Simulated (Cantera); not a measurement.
A Cantera script and what it prints.

```python
import numpy as np
import cantera as ct

gas_names = """
    H HNO HNO2 HNO3 HO2 H2 H2O H2O2 N NH NH2 NH3 NH2OH NO NO2 NO3 N2 N2H2 N2H4 N2O O OH O2 O3 Si SiH
    SiH2 SiH3 SiH4 SiN SiO SiO2 Si2 Si2N Si3
""".split()
cond_names = """
    H2O(s) H2O(L) Si(cr) Si(L) SiO2(Lqz) SiO2(hqz) SiO2(L) Si2N2O(s) Si3N4(a)
""".split()


# ... load() reads the species with a 1 bar reference pressure and builds the phases ...
atoms = {
    'Si': {'Si': 1},
    'H2O': {'H': 2, 'O': 1},
    'N2': {'N': 2},
}
top_T = {'Si2N2O(s)': 2100, 'Si3N4(a)': 2400}  # K; cautious upper limits of use, not melting points


# ... equilibrate(T, P, feed) seeds the gas with the atoms and calls Mixture.equilibrate('TP', solver="vcs", rtol=1e-11, max_steps=5000) ...
results = []
T = 825  # K
P = 13332.2  # Pa
for m in [0.064, 0.093, 0.13, 0.2, 0.28, 0.41, 0.6, 0.87, 1.3]:
    feed = {'Si': 1, 'H2O': m, 'N2': 2.6}  # mol
    mix = equilibrate(T, P, feed)
    results.append((T, P, feed, dict(zip(mix.species_names, mix.species_moles))))
    x = sorted(zip(gas.X, gas.species_names), reverse=True)
    print(f"T = {T:g} K  P = {P:g} Pa  n(H2O) = {m:g} mol  gas = {mix.phase_moles(0):.4g} mol")
    print("   x: " + "  ".join(f"{s} {v:.3e}" for v, s in x if v > 1e-06))
    print("   condensed (mol): " + ("  ".join(f"{mix.phase(i).name} {mix.phase_moles(i):.4g}"
          for i in range(1, mix.n_phases) if mix.phase_moles(i) > 1e-12) or "none"))
```

It prints:

```
T = 825 K  P = 13332.2 Pa  n(H2O) = 0.064 mol  gas = 2.019 mol
   x: N2 9.683e-01  H2 3.170e-02  NH3 1.733e-06
   condensed (mol): Si2N2O(s) 0.064  Si3N4(a) 0.2907
T = 825 K  P = 13332.2 Pa  n(H2O) = 0.093 mol  gas = 2.057 mol
   x: N2 9.548e-01  H2 4.520e-02  NH3 2.929e-06
   condensed (mol): Si2N2O(s) 0.093  Si3N4(a) 0.2713
T = 825 K  P = 13332.2 Pa  n(H2O) = 0.13 mol  gas = 2.107 mol
   x: N2 9.383e-01  H2 6.170e-02  NH3 4.632e-06
   condensed (mol): Si2N2O(s) 0.13  Si3N4(a) 0.2467
T = 825 K  P = 13332.2 Pa  n(H2O) = 0.2 mol  gas = 2.2 mol
   x: N2 9.091e-01  H2 9.090e-02  NH3 8.152e-06
   condensed (mol): Si2N2O(s) 0.2  Si3N4(a) 0.2
T = 825 K  P = 13332.2 Pa  n(H2O) = 0.28 mol  gas = 2.307 mol
   x: N2 8.786e-01  H2 1.214e-01  NH3 1.236e-05
   condensed (mol): Si2N2O(s) 0.28  Si3N4(a) 0.1467
T = 825 K  P = 13332.2 Pa  n(H2O) = 0.41 mol  gas = 2.48 mol
   x: N2 8.347e-01  H2 1.653e-01  NH3 1.915e-05
   condensed (mol): Si2N2O(s) 0.41  Si3N4(a) 0.06
T = 825 K  P = 13332.2 Pa  n(H2O) = 0.6 mol  gas = 2.733 mol
   x: N2 7.805e-01  H2 2.195e-01  NH3 2.834e-05  H2O 5.193e-06
   condensed (mol): SiO2(Lqz) 0.06666  Si2N2O(s) 0.4667
T = 825 K  P = 13332.2 Pa  n(H2O) = 0.87 mol  gas = 3.093 mol
   x: N2 7.188e-01  H2 2.812e-01  NH3 3.944e-05  H2O 6.473e-06
   condensed (mol): SiO2(Lqz) 0.2467  Si2N2O(s) 0.3767
T = 825 K  P = 13332.2 Pa  n(H2O) = 1.3 mol  gas = 3.666 mol
   x: N2 6.455e-01  H2 3.545e-01  NH3 5.290e-05  H2O 7.873e-06
   condensed (mol): SiO2(Lqz) 0.5333  Si2N2O(s) 0.2333
```

These are equilibrium values from Cantera (NASA tables, ideal gas, pure condensed phases), not measurements of a reactor. N2 is the only nitrogen source here; it is nearly inert below about 1500 K, so the nitride shown seldom forms there in practice.
